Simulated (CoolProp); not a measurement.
The fluid at 298.15 K and 10.9 MPa is throttled through a valve to 2.61 MPa with no heat exchange. The same conditions are run with several fluids, on thermodynamics alone (safety and materials aside).

The numbers come from the reference Helmholtz-energy equation of state of each fluid (ethanol: Schroeder 2014; R152A: Outcalt 1996; the fluoroketone C6F12O (FK-5-1-12): McLinden 2015; R113: Marx 1992; R125: Lemmon 2005) in CoolProp.

### Question
Rank ethanol, R152A, the fluoroketone C6F12O (FK-5-1-12), R113, R125 by temperature change (K), highest first.

### Answer
R113 (+3.3), ethanol (+3.0), the fluoroketone C6F12O (FK-5-1-12) (+2.3), R152A (+1.3), R125 (-0.7)

```
fluid                                final density (kg/m³)
-----------------------------------  ---------------------
ethanol                                                785
R152A                                                  904
the fluoroketone C6F12O (FK-5-1-12)                   1610
R113                                                  1560
R125                                                  1210
```
